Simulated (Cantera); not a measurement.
Input: 1 mol Al(CH3)3, 0.76 mol O2, 1.5 mol N2, equilibrated at 0.100 bar.

Cantera equilibrium calculation (NASA polynomials, part measured and part estimated; ideal gas, pure solids and liquids). Candidate condensed phases: Al, AlN, Al2O3, C, C6H6, C7H8, C8H18, H2O; 148 gas species. The feed counts by its element totals alone. Equilibrium is a limit: real reactors are often held back by kinetics, nucleation or transport.

### Question
At 1852 °C, list the 6 most abundant gas species with their mole fractions, and the condensed phases.

### Answer
H2 0.612, CO 0.209, N2 0.144, Al 0.0159, H 0.00898, HCN 0.00694. Condensed: AlN(s) + C(graphite).
